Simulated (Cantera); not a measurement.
Input (Python, Cantera) and output of one run.

```python
import numpy as np
import cantera as ct

gas_names = [...]  # 113 gases of nasa_gas.yaml made of C, Cu, H, O
cond_names = """
    C(gr) C6H6(L) C7H8(L) C8H18(L),n-octa Cu(cr) Cu(L) CuO(s) CuO2H2(s) Cu2O(s) Cu2O(L) H2O(s) H2O(L)
""".split()


# ... load() reads the species with a 1 bar reference pressure and builds the phases ...
atoms = {
    'CuO': {'Cu': 1, 'O': 1},
    'CH4': {'C': 1, 'H': 4},
    'CO': {'C': 1, 'O': 1},
}
top_T = {'C(gr)': 4500, 'CuO(s)': 1390}  # K; cautious upper limits of use, not melting points


# ... equilibrate(T, P, feed) seeds the gas with the atoms and calls Mixture.equilibrate('TP', solver="vcs", rtol=1e-11, max_steps=5000) ...
results = []
feed = {'CuO': 1, 'CH4': 1, 'CO': 2.5}  # mol
T = 2073.15  # K
P = 370  # Pa
mix = equilibrate(T, P, feed)
results.append((T, P, feed, dict(zip(mix.species_names, mix.species_moles))))
print(gas.report(threshold=1e-05))
for i in range(1, mix.n_phases):
    print(f"{mix.phase(i).name:16s} {mix.phase_moles(i):12.5e} mol")
```

It prints:

```
       temperature   2073.2 K
          pressure   370 Pa
           density   0.00054054 kg/m^3
  mean mol. weight   25.182 kg/kmol
   phase of matter   gas

                          1 kg             1 kmol
                     ---------------   ---------------
          enthalpy        2.0608e+06        5.1895e+07  J
   internal energy        1.3763e+06        3.4658e+07  J
           entropy             11291        2.8434e+05  J/K
    Gibbs function       -2.1347e+07       -5.3757e+08  J
 heat capacity c_p            1319.8             33236  J/K
 heat capacity c_v            989.64             24921  J/K

                      mass frac. Y      mole frac. X     chem. pot. / RT
                     ---------------   ---------------   ---------------
                CO           0.59195           0.53219           -40.468
                Cu           0.38343           0.15195           -10.616
               Cu2        0.00027303        5.4098e-05           -21.231
                 H        0.00093676          0.023403           -13.212
                H2          0.023409           0.29241           -26.425
     [ +108 minor]          2.34e-06        2.3263e-06

C(gr)             0.00000e+00 mol
Cu(L)             0.00000e+00 mol
Cu2O(L)           0.00000e+00 mol
```

Equilibrium computed with Cantera from the NASA thermochemical tables; the gas is ideal and each condensed phase is pure.
